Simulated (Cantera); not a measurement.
Cantera run, input and output.

```python
import numpy as np
import cantera as ct

gas = ct.Solution("gri30.yaml")


def delay(T, t_max=10):
    gas.TPX = T, 2200000, {'CH4': 1, 'CO': 0.18, 'O2': 4.98, 'N2': 18.7}
    reactor = ct.IdealGasConstPressureReactor(gas, clone=False)
    net = ct.ReactorNet([reactor])
    net.rtol, net.atol = 1e-8, 1e-16
    while net.time < t_max:
        t_old, T_old = net.time, reactor.T
        net.step()
        if reactor.T > T + 400:  # ignition: a rise of 400 K
            return t_old + (T + 400 - T_old) / (reactor.T - T_old) * (net.time - t_old)
    return np.nan


taus = []
for T in [1075, 1175, 1275, 1375, 1475, 1575, 1675, 1775]:
    taus.append(delay(T))
    print(f"T0 = {T:6g} K   tau = {taus[-1]:.4e} s")
```

Output:

```
T0 =   1075 K   tau = 1.1186e-02 s
T0 =   1175 K   tau = 2.4555e-03 s
T0 =   1275 K   tau = 6.9361e-04 s
T0 =   1375 K   tau = 2.3507e-04 s
T0 =   1475 K   tau = 9.1123e-05 s
T0 =   1575 K   tau = 3.9282e-05 s
T0 =   1675 K   tau = 1.8514e-05 s
T0 =   1775 K   tau = 9.4394e-06 s
```

Detailed kinetics in Cantera: GRI-Mech 3.0 (53 species, 325 reactions). The pressure lies above the range GRI-Mech 3.0 was tuned for (to about 10 atm).
